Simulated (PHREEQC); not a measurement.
Dissolve 6.9e-05 mol/kgw H3PO4 and 9e-07 mol/kgw Na2SO4 at 25 °C. Closed to the air; pH follows from the charge balance.

All values are PHREEQC results (ion-association model, wateq4f.dat), not measurements.

Precipitation was switched off in this run.

Problem. Estimate the pH, ionic strength.

Solution. pH 4.17; ionic strength 7.11e-5 mol/kgw.

Complexes and solids missing from the database can't appear. H3PO4, which wateq4f.dat lacks, is added to it with the constant of phreeqc.dat.
